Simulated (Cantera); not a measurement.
Cantera run:

```python
import numpy as np
import cantera as ct

gas_names = """
    B BF BF2 BF3 BH BHF2 BH2 BH3 BN B2 F F2 H HF H2 H2F2 H3F3 H4F4 H5F5 H6F6 H7F7 N NF NF2 NF3 NH NH2
    NH3 N2 N2H2 N2H4
""".split()
cond_names = """
    B(b) B(L) BN(s)
""".split()


# ... load() reads the species with a 1 bar reference pressure and builds the phases ...
atoms = {
    'BN': {'B': 1, 'N': 1},
    'F2': {'F': 2},
    'H2': {'H': 2},
}
top_T = {'BN(s)': 3200}  # K; cautious upper limits of use, not melting points


# ... equilibrate(T, P, feed) seeds the gas with the atoms and calls Mixture.equilibrate('TP', solver="vcs", rtol=1e-11, max_steps=5000) ...
results = []
feed = {'BN': 1, 'F2': 4.5, 'H2': 14}  # mol
P = 10000  # Pa
for T in [923, 1023, 1123, 1223, 1323, 1423, 1523, 1623, 1723, 1823, 1923, 2023, 2123]:
    mix = equilibrate(T, P, feed)
    results.append((T, P, feed, dict(zip(mix.species_names, mix.species_moles))))

top = {s: max(r[3][s] / sum(r[3][g] for g in gas_names) for r in results) for s in gas_names}
cols = sorted((s for s in top if top[s] > 1e-06), key=lambda s: -top[s])[:8]
seen = [c for c in cond_names if any(r[3].get(c, 0) > 1e-12 for r in results)]
print("log10 of partial pressures in bar; condensed amounts in mol")
print(f"{'T/K':>10s}" + "".join(f"{s[:9]:>10s}" for s in cols + seen))
for T, P, feed, n in results:
    ng = sum(n[g] for g in gas_names)
    print(f"{T:10.4g}" + "".join(f"{np.log10(max(n[s] / ng * P / 1e5, 1e-99)):10.3f}" for s in cols)
          + "".join(f"{n.get(c, 0):10.4g}" for c in seen))
```

Output:

```
log10 of partial pressures in bar; condensed amounts in mol
       T/K        H2        HF       BF3        N2         H       BF2      BHF2        BF
       923    -1.226    -1.489    -2.267    -2.568   -10.224   -11.552    -7.802   -18.854
      1023    -1.226    -1.489    -2.267    -2.568    -8.996   -10.050    -7.115   -16.245
      1123    -1.226    -1.489    -2.267    -2.568    -7.984    -8.818    -6.554   -14.105
      1223    -1.226    -1.489    -2.267    -2.568    -7.135    -7.790    -6.085   -12.319
      1323    -1.226    -1.489    -2.267    -2.568    -6.413    -6.920    -5.689   -10.806
      1423    -1.226    -1.489    -2.268    -2.568    -5.791    -6.174    -5.351    -9.510
      1523    -1.226    -1.489    -2.268    -2.568    -5.249    -5.528    -5.057    -8.386
      1623    -1.226    -1.489    -2.269    -2.568    -4.773    -4.964    -4.802    -7.404
      1723    -1.226    -1.488    -2.272    -2.568    -4.352    -4.470    -4.579    -6.541
      1823    -1.227    -1.488    -2.279    -2.569    -3.977    -4.035    -4.386    -5.779
      1923    -1.229    -1.486    -2.292    -2.569    -3.640    -3.655    -4.223    -5.109
      2023    -1.232    -1.483    -2.319    -2.570    -3.338    -3.331    -4.094    -4.525
      2123    -1.238    -1.478    -2.366    -2.572    -3.064    -3.065    -4.006    -4.029
```

Method: chemical equilibrium by Gibbs-energy minimisation in Cantera with the NASA 1993 tables (ideal gas, pure condensed phases). The tables' values for BF2 are old estimates; treat these amounts as uncertain.
